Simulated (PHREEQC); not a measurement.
Dissolve 0.078 mol HF, 0.00072 mol NH4HF2 and 0.0011 mol (NH4)2SiF6 per kg of water at 3.7 °C. Closed to the air; pH follows from the charge balance.

Equilibrium calculation in PHREEQC: ion-association model, phreeqc.dat.

No solid was allowed to form.

Order these F species by the share of F that they hold, largest first: SiF6-2, F-, HF2-, HF.

HF (78 %), F- (9.9 %), SiF6-2 (7.7 %), HF2- (4.1 %)

The pH is 2.06 and the ionic strength 0.0135 mol/kgw. Species that the database lacks are ignored. Away from 25 °C the constants follow the database's enthalpies or fits; those with neither stay at their 25 °C values. SiF6-2 is the database's only silicon fluoride.
